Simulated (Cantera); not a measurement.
An isothermal, constant-pressure homogeneous reactor starts with 0.406 % H₂, 76.6 % O₂, 23.0 % N₂, equivalence ratio 0.0027, at 1298 K and 7.35 Torr.

Detailed kinetics in Cantera: GRI-Mech 3.0 (53 species, 325 reactions). Radical loss at walls, strong at low pressure, is not modelled.

x: mole fraction; the columns are a selection and need not sum to one.

```csv
t (s),x H₂,x O₂,x NO,x O,x HO₂,x H
1.00e-5,0.00406,0.766,<1e-12,1.11e-11,1.16e-10,1.05e-10
4.64e-5,0.00406,0.766,<1e-12,1.90e-10,5.40e-10,3.53e-10
0.000215,0.00406,0.766,<1e-12,___,2.51e-9,6.61e-10
0.00100,0.00406,0.766,<1e-12,___,1.16e-8,1.52e-9
0.00464,0.00406,0.766,<1e-12,___,5.43e-8,3.05e-8
0.0215,0.000197,0.762,8.28e-11,0.00329,2.91e-7,0.000122
0.100,8.55e-6,0.762,1.41e-9,0.00345,1.88e-7,7.20e-5
0.464,6.58e-6,0.763,8.38e-9,___,1.64e-7,4.82e-5
2.15,2.65e-6,0.765,2.51e-8,___,9.90e-8,1.21e-5
10.0,3.75e-7,0.765,4.14e-8,___,2.90e-8,6.32e-7
```

Some entries are withheld; supply them.


- 0.000215, x O: 2.03e-9
- 0.00100, x O: 1.67e-8
- 0.00464, x O: 5.54e-7
- 0.464, x O: 0.00263
- 2.15, x O: 0.00104
- 10.0, x O: 0.000144
